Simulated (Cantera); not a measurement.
A Cantera script and its output.

```python
import numpy as np
import cantera as ct

gas = ct.Solution("gri30.yaml")
gas.TPX = 1750, 45000, {'CH4': 1, 'O2': 3.12, 'N2': 11.8}
reactor = ct.IdealGasConstPressureReactor(gas, energy="on", clone=False)
net = ct.ReactorNet([reactor])
net.rtol, net.atol = 1e-08, 1e-16
show = ['CH4', 'O2', 'CH3', 'CO2', 'H2O2', 'HCN', 'C2H2']
times = np.geomspace(3e-06, 2, 13)

steps = ct.SolutionArray(gas, extra=["t"])
rows = []
print(f"{'t/s':>10s}{'T/K':>9s}{'P/Pa':>11s}" + "".join(f"{s:>11s}" for s in show))
for t in times:
    while net.time < t:
        t_next = net.step()
        steps.append(gas.state, t=t_next)
    rows.append([np.interp(t, steps.t, y) for y in (steps.T, steps.P, *steps(*show).X.T)])
    print(f"{t:10.3e}{rows[-1][0]:9.1f}{rows[-1][1]:11.4g}" + "".join(f"{x:11.3e}" for x in rows[-1][2:]))
rate = np.gradient(steps.T, steps.t)
print("integrator steps:", len(steps.t))
if steps.T.max() > steps.T[0] + 200:
    print(f"time of steepest temperature rise: {steps.t[rate.argmax()]:.4e} s")
gas.TPX = 1750, 45000, {'CH4': 1, 'O2': 3.12, 'N2': 11.8}
gas.equilibrate("HP")
print(f"equilibrium (HP): T = {gas.T:.1f} K  " + "  ".join(f"{s} {gas[s].X[0]:.3e}" for s in show))
```

It prints:

```
       t/s      T/K       P/Pa        CH4         O2        CH3        CO2       H2O2        HCN       C2H2
 3.000e-06   1750.0    4.5e+04  6.281e-02  1.960e-01  4.770e-06  2.672e-11  5.587e-09  2.422e-16  2.140e-15
 9.172e-06   1749.9    4.5e+04  6.280e-02  1.960e-01  1.792e-05  6.286e-10  2.659e-08  3.053e-15  5.813e-13
 2.804e-05   1749.8    4.5e+04  6.274e-02  1.960e-01  6.458e-05  1.279e-08  9.213e-08  3.581e-14  9.848e-11
 8.572e-05   1749.6    4.5e+04  6.241e-02  1.958e-01  2.836e-04  4.850e-07  2.723e-07  5.600e-13  1.690e-08
 2.621e-04   1800.1    4.5e+04  4.921e-02  1.853e-01  3.335e-03  2.813e-04  6.998e-06  2.243e-09  3.866e-05
 8.012e-04   2537.5    4.5e+04  9.316e-18  7.167e-02  1.670e-16  3.914e-02  9.944e-08  8.868e-12  5.951e-21
 2.449e-03   2634.0    4.5e+04  1.431e-17  6.961e-02  2.058e-16  4.310e-02  1.668e-07  3.038e-11  8.992e-21
 7.489e-03   2629.2    4.5e+04  1.450e-17  6.665e-02  2.027e-16  4.335e-02  1.639e-07  5.478e-11  8.739e-21
 2.289e-02   2625.0    4.5e+04  1.455e-17  6.469e-02  2.000e-16  4.347e-02  1.609e-07  6.947e-11  8.532e-21
 6.999e-02   2624.8    4.5e+04  1.455e-17  6.458e-02  1.999e-16  4.347e-02  1.608e-07  7.027e-11  8.520e-21
 2.140e-01   2624.8    4.5e+04  1.455e-17  6.458e-02  1.999e-16  4.347e-02  1.608e-07  7.027e-11  8.520e-21
 6.542e-01   2624.8    4.5e+04  1.455e-17  6.458e-02  1.999e-16  4.347e-02  1.608e-07  7.027e-11  8.520e-21
 2.000e+00   2624.8    4.5e+04  1.455e-17  6.458e-02  1.999e-16  4.347e-02  1.608e-07  7.027e-11  8.520e-21
integrator steps: 1573
time of steepest temperature rise: 3.0983e-04 s
equilibrium (HP): T = 2624.8 K  CH4 2.079e-17  O2 6.458e-02  CH3 2.856e-16  CO2 4.347e-02  H2O2 1.608e-07  HCN 7.027e-11  C2H2 9.197e-21
```

Model: GRI-Mech 3.0 (53 species, 325 reactions), integrated in Cantera.
